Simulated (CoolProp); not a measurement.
Nitrogen at 275.79 K and 1.63 MPa is compressed adiabatically to 7.76 MPa with isentropic efficiency 0.6. Each further row changes one setting.

Values from CoolProp's reference Helmholtz-energy equation of state, Span 2000.

```csv
case,work (kJ/kg),final temperature (K),final density (kg/m³)
as stated,…,…,47.5
efficiency 1,163,433.2,58.6
efficiency 0.65,251,513.5,…
```

Task: What belongs in the gaps?

Result: 
- as stated, work (kJ/kg): 272
- as stated, final temperature (K): 532.6
- efficiency 0.65, final density (kg/m³): 49.2
